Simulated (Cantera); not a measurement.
Charge: 1 mol Si₃N₄, 4.4 mol N₂O, 400 mol N₂, equilibrated at 6100 Pa.

Equilibrium computed with Cantera from the NASA thermochemical tables; the gas is ideal and each condensed phase is pure. Candidate condensed phases: Si, SiO₂, Si₂N₂O, Si₃N₄; 16 gas species. The tables hold silica as quartz up to 1696 K and as liquid above; real silica turns to tridymite and cristobalite and melts near 1996 K. Rates play no part. All values below are at 1402 °C.

Base state: N₂ 0.996, SiO 0.00392 (mole fractions); condensed: SiO₂(β-quartz).

Task: What changes in the equilibrium state with this change: N₂O from 4.4 to 0.69 mol?

Result: 
| species | before | after |
|---|---|---|
| N₂ | 0.996 | 1.000 |
| SiO | 0.00392 | 0.000162 |
| SiO₂(β-quartz), mol | 1.40 | 0 |
| Si₂N₂O(s), mol | 0 | 0.625 |
| Si₃N₄(s), mol | 0 | 0.562 |
Mutual solubility and eutectic melting of coexisting phases are not modelled.
